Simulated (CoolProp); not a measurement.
Computed with CoolProp (reference Helmholtz-energy equation of state, Bücker 2006).

Task: For n-butane, give the phase and the cp (kJ/(kg K)), conductivity (mW/(m K)), fugacity coefficient at 179.2 K and 73.1 bar; 199.6 K and 73.1 bar; 260.9 K and 73.1 bar.

Result: 
- 179.2 K and 73.1 bar: liquid; cp 2.02, conductivity 162, fugacity coefficient 6.37e-5
- 199.6 K and 73.1 bar: liquid; cp 2.05, conductivity 153, fugacity coefficient 0.000374
- 260.9 K and 73.1 bar: liquid; cp 2.23, conductivity 125, fugacity coefficient 0.0115

Thermal conductivity comes from a separate model (Perkins 2002).
